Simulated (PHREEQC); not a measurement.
Consider water at 10 °C with 0.0032 mol/kgw NaH2PO4 and 0.0019 mol/kgw K2HPO4. It is in equilibrium with CO2 at log p = -3.4 (atm). Otherwise closed; pH follows from the charge balance.

The numbers come from PHREEQC with the ion-association model, phreeqc.dat.

Each row changes one thing in this solution. Precipitation was switched off in this run.

| case | pH | ionic strength (mol/kgw) | H2PO4- (mol/kgw) | HPO4-2 (mol/kgw) | HCO3- (mol/kgw) | CO2 (mol/kgw) |
|---|---|---|---|---|---|---|
| as made | 6.87 | 0.00881 | 0.00326 | 0.00182 | 6.00e-5 | 2.14e-5 |
| temperature from 10 to 65 °C | 6.75 | 0.00885 | 0.00322 | 0.00186 | 1.90e-5 | 6.07e-6 |
| K2HPO4 from 0.0019 to 0.00095 mol/kgw | 6.59 | 0.00601 | 0.00323 | 0.000913 | 3.12e-5 | 2.14e-5 |
| diluted 100-fold with water | 6.29 | 7.57e-5 | 4.58e-5 | 5.17e-6 | 1.43e-5 | 2.14e-5 |
| K2HPO4 replaced by KNO3 at the same molality | 4.89 | 0.00513 | 0.00318 | 1.76e-5 | 6.18e-7 | 2.14e-5 |
| 0.0013 mol/kgw Ca(OH)2 added | 7.65 | 0.0129 | 0.00100 | (withheld) | 0.000367 | 2.13e-5 |
| temperature from 10 to 35 °C | 6.81 | (withheld) | 0.00324 | 0.00185 | 3.69e-5 | 1.05e-5 |
| K2HPO4 left out | 4.90 | 0.00323 | 0.00318 | 1.72e-5 | 6.21e-7 | 2.14e-5 |

Task: Complete the blanks.

Result: 
- 0.0013 mol/kgw Ca(OH)2 added, HPO4-2 (mol/kgw): 0.00355
- temperature from 10 to 35 °C, ionic strength (mol/kgw): 0.00883

Species that the database lacks are ignored. Some of these states are supersaturated (in Hydroxyapatite, for instance). At this temperature some constants are extrapolated from 25 °C, and those without enthalpy data are left unchanged.
